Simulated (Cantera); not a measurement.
Input: 1 mol CCl4, a varied amount of HCl, held at 720 Torr.

Points: T (K) = 673, 698, 723, 748, 773, 798, 823, 848, 873, 898, 923; n(HCl) (mol) = 0.045, 0.1, 0.16, 0.22, 0.27, 0.33, 0.39, 0.44, 0.5, 0.56, 0.61.

Cantera's Mixture.equilibrate('TP', solver="vcs", rtol=1e-11, max_steps=5000) on the NASA tables stopped like this:

```
ERROR: FAILURE its = 5001!

*******************************************************************************
CanteraError thrown by MultiPhase::equilibrate:
VCS solver failed. Return code: -1
*******************************************************************************
```

Q: What got this run through?

A: One answer among several that fit: The failure is numerical, not chemical. The same input converged with solver="gibbs", rtol=1e-10, max_steps=50000, and the result passed a check of the equilibrium conditions:
```
    673      0.045  C(gr)
    673        0.1  C(gr)
    673       0.16  C(gr)
    673       0.22  C(gr)
    673       0.27  C(gr)
    673       0.33  C(gr)
    673       0.39  C(gr)
    673       0.44  C(gr)
    673        0.5  C(gr)
    673       0.56  C(gr)
    673       0.61  C(gr)
    698      0.045  C(gr)
    698        0.1  C(gr)
    698       0.16  C(gr)
    698       0.22  C(gr)
    698       0.27  C(gr)
    698       0.33  C(gr)
    698       0.39  C(gr)
    698       0.44  C(gr)
    698        0.5  C(gr)
    698       0.56  C(gr)
    698       0.61  C(gr)
    723      0.045  C(gr)
    723        0.1  C(gr)
    723       0.16  C(gr)
    723       0.22  C(gr)
    723       0.27  C(gr)
    723       0.33  C(gr)
    723       0.39  C(gr)
    723       0.44  C(gr)
    723        0.5  C(gr)
    723       0.56  C(gr)
    723       0.61  C(gr)
    748      0.045  C(gr)
    748        0.1  C(gr)
    748       0.16  C(gr)
    748       0.22  C(gr)
    748       0.27  C(gr)
    748       0.33  C(gr)
    748       0.39  C(gr)
    748       0.44  C(gr)
    748        0.5  C(gr)
    748       0.56  C(gr)
    748       0.61  C(gr)
    773      0.045  C(gr)
    773        0.1  C(gr)
    773       0.16  C(gr)
    773       0.22  C(gr)
    773       0.27  C(gr)
    773       0.33  C(gr)
    773       0.39  C(gr)
    773       0.44  C(gr)
    773        0.5  C(gr)
    773       0.56  C(gr)
    773       0.61  C(gr)
    798      0.045  C(gr)
    798        0.1  C(gr)
    798       0.16  C(gr)
    798       0.22  C(gr)
    798       0.27  C(gr)
    798       0.33  C(gr)
    798       0.39  C(gr)
    798       0.44  C(gr)
    798        0.5  C(gr)
    798       0.56  C(gr)
    798       0.61  C(gr)
    823      0.045  C(gr)
    823        0.1  C(gr)
    823       0.16  C(gr)
    823       0.22  C(gr)
    823       0.27  C(gr)
    823       0.33  C(gr)
    823       0.39  C(gr)
    823       0.44  C(gr)
    823        0.5  C(gr)
    823       0.56  C(gr)
    823       0.61  C(gr)
    848      0.045  C(gr)
    848        0.1  C(gr)
    848       0.16  C(gr)
    848       0.22  C(gr)
    848       0.27  C(gr)
    848       0.33  C(gr)
    848       0.39  C(gr)
    848       0.44  C(gr)
    848        0.5  C(gr)
    848       0.56  C(gr)
    848       0.61  C(gr)
    873      0.045  C(gr)
    873        0.1  C(gr)
    873       0.16  C(gr)
    873       0.22  C(gr)
    873       0.27  C(gr)
    873       0.33  C(gr)
    873       0.39  C(gr)
    873       0.44  C(gr)
    873        0.5  C(gr)
    873       0.56  C(gr)
    873       0.61  C(gr)
    898      0.045  C(gr)
    898        0.1  C(gr)
    898       0.16  C(gr)
    898       0.22  C(gr)
    898       0.27  C(gr)
    898       0.33  C(gr)
    898       0.39  C(gr)
    898       0.44  C(gr)
    898        0.5  C(gr)
    898       0.56  C(gr)
    898       0.61  C(gr)
    923      0.045  C(gr)
    923        0.1  C(gr)
    923       0.16  C(gr)
    923       0.22  C(gr)
    923       0.27  C(gr)
    923       0.33  C(gr)
    923       0.39  C(gr)
    923       0.44  C(gr)
    923        0.5  C(gr)
    923       0.56  C(gr)
    923       0.61  C(gr)
```

The gas is ideal and each condensed phase is pure.
